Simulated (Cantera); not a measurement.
# Gas activation for diamond growth

An isothermal, constant-pressure homogeneous reactor starts with 3.37 % CH₄, 96.3 % H₂, 0.366 % CO₂, at 2073 K and 100.0 Torr.

Cantera simulation using GRI-Mech 3.0 (53 species, 325 reactions); the numbers are that mechanism's predictions, not measurements. GRI-Mech 3.0 stops at C3 and has no aromatics, soot or wall deposition, so with more carbon than oxygen in the feed, carbon stays in small species such as C2H2 where larger ones or solid carbon would form.

| t (s) | x CH₄ | x H₂ | x CO₂ | x CH₂CO | x H | x OH |
|---|---|---|---|---|---|---|
| 3.00e-5 | 0.0335 | 0.962 | 0.00365 | <1e-12 | 0.000286 | 3.33e-8 |
| 9.22e-5 | 0.0331 | 0.962 | 0.00362 | 4.41e-11 | 0.000878 | 1.05e-7 |
| 0.000283 | 0.0316 | 0.960 | 0.00334 | 2.43e-9 | 0.00256 | 3.66e-7 |
| 0.000870 | 0.0260 | 0.958 | 0.00186 | 4.21e-8 | 0.00512 | 1.36e-6 |
| 0.00267 | 0.0147 | 0.962 | 0.000164 | 1.57e-7 | 0.00593 | 2.37e-6 |
| 0.00821 | 0.00559 | 0.967 | 2.71e-6 | 2.22e-7 | 0.00649 | 2.54e-6 |
| 0.0252 | 0.00177 | 0.969 | 2.58e-6 | 2.21e-7 | 0.00692 | 2.40e-6 |
| 0.0775 | 0.000754 | 0.970 | 2.23e-6 | 1.61e-7 | 0.00708 | 1.77e-6 |
| 0.238 | 0.000448 | 0.971 | 1.09e-6 | 6.06e-8 | 0.00712 | 6.83e-7 |
| 0.731 | 0.000197 | 0.971 | 7.50e-8 | 4.30e-9 | 0.00715 | 4.21e-8 |
| 2.25 | 0.000153 | 0.971 | 5.06e-11 | 5.76e-10 | 0.00715 | 2.83e-11 |
| 6.90 | 0.000153 | 0.971 | 3.42e-11 | 5.75e-10 | 0.00715 | 1.91e-11 |
| 21.2 | 0.000153 | 0.971 | 3.42e-11 | 5.75e-10 | 0.00715 | 1.91e-11 |
| 65.1 | 0.000153 | 0.971 | 3.42e-11 | 5.75e-10 | 0.00715 | 1.91e-11 |
| 200 | 0.000153 | 0.971 | 3.42e-11 | 5.75e-10 | 0.00715 | 1.91e-11 |
x: mole fraction; the columns are a selection and need not sum to one.

Equilibrium at this temperature and pressure: CH₄ 0.000153, H₂ 0.971, CO₂ 3.43e-11, CH₂CO 5.76e-10, H 0.00715, OH 1.92e-11 (gas phase only).
